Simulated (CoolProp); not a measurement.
A Linde-Hampson liquefier for nitrogen: isothermal reversible compression at 250 K from 1 atm to 40 MPa, throttling to 1 atm, return gas leaving the recuperator 2 K below the feed. Each further row changes one setting.

Values from CoolProp's reference Helmholtz-energy equation of state, Span 2000.

```
case                        liquid yield per pass  compression work (kJ/kg of gas)
--------------------------  ---------------------  -------------------------------
as stated                                   0.150                              443
high pressure 80 MPa                          [?]                              521
warm-end temperature 280 K                    [?]                              [?]
warm-end gap 7 K                            0.138                              443
```

Task: What belongs in the gaps?

Result: 
- high pressure 80 MPa, liquid yield per pass: 0.103
- warm-end temperature 280 K, liquid yield per pass: 0.109
- warm-end temperature 280 K, compression work (kJ/kg of gas): 503
